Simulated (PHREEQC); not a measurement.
A solution holds 0.095 mol Sr(NO3)2 per kg of water, at 20 °C. Closed to the air; pH follows from the charge balance.

Computed with PHREEQC (ion-association model, phreeqc.dat).

Each row changes one thing in this solution. Precipitation was switched off in this run.

```json
[
 {"case": "as made", "pH": "7.01", "ionic strength (mol/kgw)": "0.285"},
 {"case": "temperature from 20 to 70 °C", "pH": "6.36", "ionic strength (mol/kgw)": "0.285"},
 {"case": "Sr(NO3)2 replaced by NaNO3 at the same molality", "pH": "7.07", "ionic strength (mol/kgw)": "0.0950"},
 {"case": "temperature from 20 to 65 °C", "pH": "6.42", "ionic strength (mol/kgw)": "0.285"},
 {"case": "Sr(NO3)2 replaced by Pb(NO3)2 at the same molality", "pH": "4.36", "ionic strength (mol/kgw)": "0.210"}
]
```

At this temperature some constants are extrapolated from 25 °C, and those without enthalpy data are left unchanged.
